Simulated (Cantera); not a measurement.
Input (Python, Cantera):

```python
import numpy as np
import cantera as ct

gas = ct.Solution("gri30.yaml")
gas.TPX = 950, 100000, {'CH4': 1, 'H2': 1.5, 'O2': 1.25, 'N2': 4.7}
reactor = ct.IdealGasReactor(gas, energy="on", clone=False)
net = ct.ReactorNet([reactor])
net.rtol, net.atol = 1e-08, 1e-16
show = ['CH4', 'H2', 'O2', 'HCN', 'NO2', 'CH2O']
times = np.geomspace(4e-06, 0.3, 10)

steps = ct.SolutionArray(gas, extra=["t"])
rows = []
print(f"{'t/s':>10s}{'T/K':>9s}{'P/Pa':>11s}" + "".join(f"{s:>11s}" for s in show))
for t in times:
    while net.time < t:
        t_next = net.step()
        steps.append(gas.state, t=t_next)
    rows.append([np.interp(t, steps.t, y) for y in (steps.T, steps.P, *steps(*show).X.T)])
    print(f"{t:10.3e}{rows[-1][0]:9.1f}{rows[-1][1]:11.4g}" + "".join(f"{x:11.3e}" for x in rows[-1][2:]))
rate = np.gradient(steps.T, steps.t)
print("integrator steps:", len(steps.t))
if steps.T.max() > steps.T[0] + 200:
    print(f"time of steepest temperature rise: {steps.t[rate.argmax()]:.4e} s")
gas.TPX = 950, 100000, {'CH4': 1, 'H2': 1.5, 'O2': 1.25, 'N2': 4.7}
gas.equilibrate("UV")
print(f"equilibrium (UV): T = {gas.T:.1f} K  " + "  ".join(f"{s} {gas[s].X[0]:.3e}" for s in show))
```

It prints:

```
       t/s      T/K       P/Pa        CH4         H2         O2        HCN        NO2       CH2O
 4.000e-06    950.0      1e+05  1.183e-01  1.775e-01  1.479e-01  2.846e-34  6.419e-36  2.304e-15
 1.392e-05    950.0      1e+05  1.183e-01  1.775e-01  1.479e-01  6.103e-33  1.451e-33  3.987e-14
 4.846e-05    950.0      1e+05  1.183e-01  1.775e-01  1.479e-01  1.225e-31  1.890e-31  5.859e-13
 1.687e-04    950.0      1e+05  1.183e-01  1.775e-01  1.479e-01  2.529e-30  3.480e-29  7.367e-12
 5.872e-04    950.0      1e+05  1.183e-01  1.775e-01  1.479e-01  6.592e-29  1.376e-26  8.414e-11
 2.044e-03    950.0      1e+05  1.183e-01  1.775e-01  1.479e-01  2.641e-27  9.601e-24  1.026e-09
 7.114e-03    950.0      1e+05  1.183e-01  1.775e-01  1.479e-01  2.859e-23  3.106e-19  1.699e-07
 2.476e-02   2434.0  2.798e+05  2.437e-10  2.254e-01  2.976e-06  4.301e-07  5.514e-10  2.462e-08
 8.619e-02   2434.3  2.798e+05  2.410e-10  2.253e-01  2.986e-06  2.892e-07  3.732e-10  2.462e-08
 3.000e-01   2434.3  2.798e+05  2.410e-10  2.253e-01  2.986e-06  2.892e-07  3.732e-10  2.462e-08
integrator steps: 2376
time of steepest temperature rise: 1.7483e-02 s
equilibrium (UV): T = 2434.3 K  CH4 2.744e-10  H2 2.253e-01  O2 2.986e-06  HCN 2.892e-07  NO2 3.732e-10  CH2O 2.462e-08
```

Model: GRI-Mech 3.0 (53 species, 325 reactions), integrated in Cantera. Below about 1000 K GRI-Mech 3.0 lacks low-temperature oxidation paths.
